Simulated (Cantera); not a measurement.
Charge: 1 mol B₂O₃, 0.4 mol N₂, equilibrated at 873 K and 0.000610 bar.

Method: chemical equilibrium by Gibbs-energy minimisation in Cantera with the NASA 1993 tables (ideal gas, pure condensed phases). Candidate condensed phases: B, BN, B₂O₃; 17 gas species. The numbers say what is thermodynamically allowed, not how fast it happens.

Base state: N₂ 1.00 (mole fractions); condensed: B₂O₃(l).

Q: What changes in the equilibrium state with this change: temperature from 873 K to 2375 K?

A: 
```json
[
 {"species": "B₂O₃", "before": "<1e-9", "after": "0.399"},
 {"species": "N₂", "before": "1.00", "after": "0.228"},
 {"species": "BO", "before": "<1e-9", "after": "0.203"},
 {"species": "BO₂", "before": "<1e-9", "after": "0.139"},
 {"species": "O", "before": "<1e-9", "after": "0.0220"},
 {"species": "O₂", "before": "<1e-9", "after": "0.00515"},
 {"species": "B₂O₂", "before": "<1e-9", "after": "0.00192"},
 {"species": "NO", "before": "<1e-9", "after": "0.00154"},
 {"species": "B₂O₃(l), mol", "before": "1.00", "after": "0"}
]
```
